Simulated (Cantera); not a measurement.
A perfectly stirred reactor is fed with NH3 : N2 : H2 = 1 : 3.5 : 0.01 (molar parts), at 20000 Pa; it is held at 2375 K, and followed from long to short residence time.

Model: the gas-phase N/H chemistry of the illustrative SiF4/NH3 mechanism in the Surface Chemkin manual (1991), integrated in Cantera. Walls and surfaces, which speed up NH3 decomposition in real reactors, are not modelled.

x: mole fraction; the columns are a selection and need not sum to one.

```csv
τ (s),x NH3,x N2H4,x NH2,x N2,x NH,x N
12,2.28e-5,<1e-12,4.36e-6,0.720,5.19e-6,[?]
3.8,4.85e-5,<1e-12,8.49e-6,0.721,9.24e-6,[?]
1.2,0.000168,3.22e-12,2.11e-5,0.722,1.64e-5,[?]
0.35,0.00215,6.68e-11,9.59e-5,0.725,2.61e-5,[?]
0.11,0.0102,4.76e-10,0.000256,0.727,3.82e-5,1.13e-5
0.033,0.0334,2.38e-9,0.000572,0.733,5.56e-5,1.08e-5
0.0099,0.0829,8.78e-9,0.00110,0.744,7.33e-5,1.01e-5
0.0030,0.147,2.22e-8,0.00175,0.759,8.02e-5,[?]
0.00092,0.192,3.98e-8,0.00234,0.769,6.94e-5,[?]
0.00028,0.212,4.69e-8,0.00254,0.773,4.78e-5,[?]
```

Problem. Complete the blanks.

Solution. 
- 12, x N: 1.20e-5
- 3.8, x N: 1.97e-5
- 1.2, x N: 2.51e-5
- 0.35, x N: 1.40e-5
- 0.0030, x N: 7.75e-6
- 0.00092, x N: 4.00e-6
- 0.00028, x N: 1.28e-6
